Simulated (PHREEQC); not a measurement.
A PHREEQC input (ion-association model, phreeqc.dat):

```
SOLUTION 1
  temp 25
  units mg/L
  pH 6.61
  pe 1.5
  Na 12.6
  K 59.3
  Ca 51.1
  Mg 3.8
  Cl 58.7
  S(6) 37 as SO4
  Alkalinity 141 as HCO3
  Mn(2) 2.54
END
USE solution 4
EQUILIBRIUM_PHASES 1
  Quartz 0 0.5
  CO2(g) -2 10
END
```

It stops with these messages:

```
ERROR: Solution 4 not found.
```

The fault: USE names a solution that was never defined. The line should read `USE solution 1` where the input has `USE solution 4`. With the mend the run ends at pH 7.14 and ionic strength 0.00648 mol/kgw.
